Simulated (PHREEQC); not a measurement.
1 kg of water holding 0.095 mol/kgw K2SO4 and 0.011 mol/kgw KCl is evaporated at 75 °C; the solids stay in contact with the brine. No CO2 enters from the air. Only these solids could form: Arcanite, Misenite, Sylvite.

The numbers come from PHREEQC with the Pitzer model, pitzer.dat.

| water left (kg) | ionic strength | water activity | Arcanite (mol) | Cl in solution (mol/kgw) | K in solution (mol/kgw) | S in solution (mol/kgw) |
|---|---|---|---|---|---|---|
| 1 | 0.296 | 0.996 | 0 | 0.0110 | 0.201 | 0.0950 |
| 0.8219 | 0.360 | 0.995 | 0 | 0.0134 | 0.245 | 0.116 |
| 0.6755 | 0.438 | 0.994 | 0 | 0.0163 | 0.298 | 0.141 |
| 0.5552 | 0.533 | 0.993 | 0 | 0.0198 | 0.362 | 0.171 |
| 0.4563 | 0.649 | 0.991 | 0 | 0.0241 | 0.440 | 0.208 |
| 0.375 | 0.789 | 0.989 | 0 | 0.0293 | 0.536 | 0.253 |
| 0.3082 | 0.960 | 0.987 | 0 | 0.0357 | 0.652 | 0.308 |
| 0.2082 | 1.42 | 0.982 | 0 | 0.0528 | 0.965 | 0.456 |
| 0.1711 | 1.73 | 0.978 | 0 | 0.0643 | 1.17 | 0.555 |
| 0.1407 | 2.10 | 0.973 | 0 | 0.0782 | 1.43 | 0.675 |
| 0.1156 | 2.56 | 0.968 | 0 | 0.0951 | 1.74 | 0.822 |
| 0.09502 | 3.12 | 0.961 | 0 | 0.116 | 2.12 | 1.000 |
| 0.07809 | 3.15 | 0.960 | 0.0166 | 0.141 | 2.15 | 1.00 |
| 0.06418 | 3.15 | 0.960 | 0.0313 | 0.171 | 2.16 | 0.992 |
| 0.05275 | 3.14 | 0.959 | 0.0435 | 0.209 | 2.16 | 0.977 |
| 0.04335 | 3.13 | 0.958 | 0.0534 | 0.254 | 2.17 | 0.959 |
| 0.03564 | 3.12 | 0.957 | 0.0616 | 0.309 | 2.18 | 0.938 |
| 0.0293 | 3.11 | 0.956 | 0.0683 | 0.375 | 2.20 | 0.913 |
| 0.02407 | 3.10 | 0.954 | 0.0738 | 0.457 | 2.22 | 0.883 |
| 0.01627 | 3.09 | 0.950 | 0.0819 | 0.676 | 2.29 | 0.806 |
| 0.01337 | 3.10 | 0.947 | 0.0849 | 0.823 | 2.34 | 0.758 |
| 0.01099 | 3.11 | 0.943 | 0.0873 | 1.00 | 2.41 | 0.704 |
| 0.00903 | 3.15 | 0.938 | 0.0892 | 1.22 | 2.51 | 0.643 |
| 0.007427 | 3.22 | 0.932 | 0.0907 | 1.48 | 2.64 | 0.578 |
| 0.006093 | 3.33 | 0.923 | 0.0919 | 1.81 | 2.82 | 0.508 |
| 0.005012 | 3.51 | 0.913 | 0.0928 | 2.19 | 3.07 | 0.438 |

Arcanite from water left = 0.07809 kg.

Away from 25 °C the constants follow the database's enthalpies or fits; those with neither stay at their 25 °C values.
